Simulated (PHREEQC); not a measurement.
Make-up at 25 °C: 28 mmol/kgw HCl, 0.23 mmol/kgw CuSO4 and 0.03 mmol/kgw Fe2(SO4)3. Closed to the air; pH follows from the charge balance.

Computed with PHREEQC (ion-association model, phreeqc.dat).

| Item | Result |
|---|---|
| pH | 1.61 |
| ionic strength | 0.0289 mol/kgw |
| specific conductance | 10700 µS/cm |
| total alkalinity | -28.1 meq/kg |

```tsv
species	molality	activity	log γ
Cl-	0.0280	0.0237	-0.072
H+	0.0278	0.0244	-0.058
Cu+2	0.000219	0.000121	-0.260
HSO4-	0.000185	0.000157	-0.070
SO4-2	0.000124	6.65e-5	-0.272
Fe+3	3.21e-5	9.72e-6	-0.519
FeCl+2	1.30e-5	6.96e-6	-0.271
```

This is a speciation only: nothing precipitates in the calculation. The solution is supersaturated, for example in Hematite (slow to form), Goethite (slow to form), so a real one may precipitate; this is no full list. Complexes and solids missing from the database can't appear.
